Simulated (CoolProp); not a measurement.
Cyclopropane at several states: Z from the reference equation and from simpler models built on Tc = 398.7 K, pc = 5.605 MPa, ω = 0.131; each cubic takes its own stable root.

Model: reference Helmholtz-energy equation of state, Polt 1992, in CoolProp. This equation is an older, rougher fit; its heat capacities, sound speeds and derivatives of the liquid may be far off and weren't checked against measurements.

```json
[
 {"T (K)": "424.4", "p (MPa)": "15.1", "phase": "supercritical", "reference": "(withheld)", "van der Waals": "(withheld)", "Redlich-Kwong": "(withheld)", "Soave-Redlich-Kwong": "(withheld)", "Peng-Robinson": "(withheld)"},
 {"T (K)": "397.4", "p (MPa)": "1.03", "phase": "gas", "reference": "(withheld)", "van der Waals": "(withheld)", "Redlich-Kwong": "0.9340", "Soave-Redlich-Kwong": "0.9340", "Peng-Robinson": "(withheld)"},
 {"T (K)": "463.6", "p (MPa)": "0.427", "phase": "gas", "reference": "0.9830", "van der Waals": "0.9842", "Redlich-Kwong": "0.9832", "Soave-Redlich-Kwong": "0.9840", "Peng-Robinson": "0.9815"},
 {"T (K)": "349.3", "p (MPa)": "0.0163", "phase": "gas", "reference": "0.9985", "van der Waals": "0.9988", "Redlich-Kwong": "0.9986", "Soave-Redlich-Kwong": "0.9985", "Peng-Robinson": "0.9984"}
]
```

Task: What belongs in the gaps?

Result: 
- 424.4, reference: 0.4145
- 424.4, van der Waals: 0.5445
- 424.4, Redlich-Kwong: 0.4602
- 424.4, Soave-Redlich-Kwong: 0.4672
- 424.4, Peng-Robinson: 0.4241
- 397.4, reference: 0.9333
- 397.4, van der Waals: 0.9423
- 397.4, Peng-Robinson: 0.9270
